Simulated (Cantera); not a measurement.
Mixture: H2 : O2 : N2 = 1 : 0.227 : 0.855 (molar parts), at 9750 Torr, adiabatic and at constant pressure. Ignition delay is the time to a rise of 400 K.

Cantera simulation using GRI-Mech 3.0 (53 species, 325 reactions); the numbers are that mechanism's predictions, not measurements. The hydrogen kinetics of GRI-Mech 3.0 are dated; newer H2 mechanisms differ, most at raised pressure. The pressure lies above the range GRI-Mech 3.0 was tuned for (to about 10 atm). Where the delays flatten at high temperature, the 400 K rule measures the pace of heat release, not the induction time.

### Question
Predict: delay at 1175 K; delay at 1325 K; delay at 1475 K; delay at 1625 K; delay at 1775 K; apparent activation energy between 1625 and 1775 K.

### Answer
```json
{
 "delay at 1175 K": "0.138 ms",
 "delay at 1325 K": "4.81 µs",
 "delay at 1475 K": "1.49 µs",
 "delay at 1625 K": "0.840 µs",
 "delay at 1775 K": "0.574 µs",
 "apparent activation energy between 1625 and 1775 K": "61 kJ/mol"
}
```
